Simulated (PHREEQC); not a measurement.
Dissolve 34 mmol/kgw H2SO4, 3.8 mmol/kgw CaCl2 and 0.76 mmol/kgw KCl at 25 °C. Closed to the air; pH follows from the charge balance.

Model: Pitzer model, pitzer.dat, run in PHREEQC.

Precipitation was switched off in this run.

Q: Predict the pH, osmotic coefficient, specific conductance.

A: pH 1.42; osmotic coefficient 0.890; specific conductance 17600 µS/cm.

Q: In which forms is S present?

A: HSO4- 59 %, SO4-2 41 % of the S.

Complexes and solids missing from the database can't appear.
